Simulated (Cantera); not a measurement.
Charge: 1 mol CuF₂, 0.02 mol HF, 0.73 mol N₂, equilibrated at 3.60 Torr.

Equilibrium computed with Cantera from the NASA thermochemical tables; the gas is ideal and each condensed phase is pure. Candidate condensed phases: Cu, CuF₂; 25 gas species. Kinetics and transport are ignored. All values below are at 2000 K.

Base state: F 0.305, CuF 0.304, N₂ 0.290, CuF₂ 0.0932, HF 0.00795, Cu 0.000413 (mole fractions); condensed: gas only.

Task: What changes in the equilibrium state with this change: 0.68 mol NH₃ added?

Result: 
```json
[
 {"species": "HF", "before": "0.00795", "after": "0.475"},
 {"species": "N₂", "before": "0.290", "after": "0.263"},
 {"species": "Cu", "before": "0.000413", "after": "0.224"},
 {"species": "F", "before": "0.305", "after": "3.87e-5"},
 {"species": "CuF", "before": "0.304", "after": "0.0210"},
 {"species": "H₂", "before": "<1e-9", "after": "0.0140"},
 {"species": "CuF₂", "before": "0.0932", "after": "8.17e-7"},
 {"species": "H", "before": "5.91e-9", "after": "0.00278"},
 {"species": "Cu₂", "before": "<1e-9", "after": "0.000231"}
]
```
